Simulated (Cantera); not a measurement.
Input: 1 mol Pb, 18 mol H₂O, 10 mol H₂, held at 1350 K and 100 Torr.

These are equilibrium values from Cantera (NASA tables, ideal gas, pure condensed phases), not measurements of a reactor. Candidate condensed phases: H₂O, Pb, PbO, PbO₂, Pb₃O₄; 12 gas species. Rates play no part.

Base state: H₂O 0.621, H₂ 0.345, Pb 0.0345 (mole fractions); condensed: gas only.

Question: What changes in the equilibrium state with this change: Pb replaced by Cu?

Answer: 
```json
[
 {"species": "H₂O", "before": "0.621", "after": "0.643"},
 {"species": "H₂", "before": "0.345", "after": "0.357"},
 {"species": "Pb", "before": "0.0345", "after": "0"},
 {"species": "Cu(s), mol", "before": "0", "after": "1.000"}
]
```
Further candidate phases: Cu, CuO, Cu(OH)₂, Cu₂O.
